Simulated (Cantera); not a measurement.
Input (Python, Cantera) and output of one run.

```python
import numpy as np
import cantera as ct

gas_names = """
    C CO CO2 C2 C2O C3 C3O2 C4 C5 O O2 O3 Ti TiO TiO2
""".split()
cond_names = """
    C(gr) Ti(a) Ti(b) Ti(L) TiC(s) TiC(L) TiO(a) TiO(b) TiO(L) TiO2(ru) TiO2(L) Ti2O3(a) Ti2O3(b)
    Ti2O3(L) Ti3O5(a) Ti3O5(b) Ti3O5(L) Ti4O7(s) Ti4O7(L)
""".split()


def load(file, names, dense=False):
    # The tables refer to 1 bar. Condensed volumes are neglected.
    table = {s.name: s for s in ct.Species.list_from_file(file)}
    out = []
    for n in names:
        d = dict(table[n].input_data)
        d["thermo"] = dict(d["thermo"], **{"reference-pressure": 1e5})
        if dense:
            d["equation-of-state"] = {"model": "constant-volume", "density": "1e6 g/cm^3"}
        out.append(ct.Species.from_dict(d))
    return out


gas = ct.Solution(thermo="ideal-gas", species=load("nasa_gas.yaml", gas_names))
cond = {s.name: ct.Solution(thermo="fixed-stoichiometry", species=[s], name=s.name)
        for s in load("nasa_condensed.yaml", cond_names, dense=True)}
atoms = {
    'Ti': {'Ti': 1},
    'CO2': {'C': 1, 'O': 2},
    'CO': {'C': 1, 'O': 1},
}
top_T = {'C(gr)': 4500}  # K; cautious upper limits of use, not melting points


def equilibrate(T, P, feed):
    n = {}
    for name, mol in feed.items():
        for a, k in atoms[name].items():
            n[a] = n.get(a, 0.0) + k * mol
    gas.TPX = T, P, n
    mass = sum(n.values()) * gas.mean_molecular_weight
    gas.equilibrate("TP")
    valid = [c for c in cond.values() if c.min_temp <= T <= top_T.get(c.name, c.max_temp)]
    mix = ct.Mixture([(gas, mass / gas.mean_molecular_weight)] + [(c, 0.0) for c in valid])
    mix.T, mix.P = T, P
    mix.equilibrate("TP", solver="vcs", rtol=1e-11, max_steps=5000)
    return mix


results = []
feed = {'Ti': 1, 'CO2': 2.2, 'CO': 5}  # mol
T = 1873  # K
P = 1333.22  # Pa
mix = equilibrate(T, P, feed)
results.append((T, P, feed, dict(zip(mix.species_names, mix.species_moles))))
x = sorted(zip(gas.X, gas.species_names), reverse=True)
print(f"T = {T:g} K  P = {P:g} Pa  gas = {mix.phase_moles(0):.4g} mol")
print("   x: " + "  ".join(f"{s} {v:.3e}" for v, s in x if v > 0.001))
print("   condensed (mol): " + ("  ".join(f"{mix.phase(i).name} {mix.phase_moles(i):.4g}"
      for i in range(1, mix.n_phases) if mix.phase_moles(i) > 1e-12) or "none"))
```

It prints:

```
T = 1873 K  P = 1333.22 Pa  gas = 7.2 mol
   x: CO 9.647e-01  CO2 3.525e-02
   condensed (mol): TiO2(ru) 0.7848  Ti4O7(s) 0.05381
```

Method: chemical equilibrium by Gibbs-energy minimisation in Cantera with the NASA 1993 tables (ideal gas, pure condensed phases). Mutual solubility and eutectic melting of coexisting phases are not modelled. Condensed phases not in the tables: Magnéli phases beyond Ti4O7.
